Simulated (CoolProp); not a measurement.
Vapour-liquid equilibrium of sulfur hexafluoride (1) + R113 (2) at -25.75 °C; x and y are mole fractions of (1).

Values from CoolProp's multi-fluid Helmholtz-energy mixture model, Guder 2009 and Marx 1992; pair parameters Bell 2016.

```
x     bubble pressure, mixture model (MPa)  bubble pressure, Raoult's law (MPa)  y, mixture model  y, Raoult's law
----  ------------------------------------  -----------------------------------  ----------------  ---------------
0.05                               0.07108                              0.03201             0.948            0.891
0.15                                0.1083                              0.08865             0.966            0.965
0.25                                0.1187                               0.1453             0.969            0.981
0.35                                0.1328                               0.2019             0.974            0.988
0.45                                0.1582                               0.2586             0.980            0.992
0.55                                0.1996                               0.3152             0.987            0.995
0.65                                0.2608                               0.3719             0.993            0.997
0.75                                0.3431                               0.4285             0.997            0.998
0.85                                0.4400                               0.4851             0.999            0.999
0.95                                0.5326                               0.5418             1.000            1.000
```

The largest gap from Raoult's law is +122.1 % in bubble pressure, at x = 0.05. No azeotrope shows between x = 0.05 and 0.95.

Pair parameters are fitted to limited data, so mixtures are less certain than the pure fluids. The gap from Raoult's law changes sign with composition, which may be real or a fault of the pair parameters; it wasn't checked against measurements. With so large a gap from Raoult's law the liquid may split in two, which this calculation doesn't test in full.
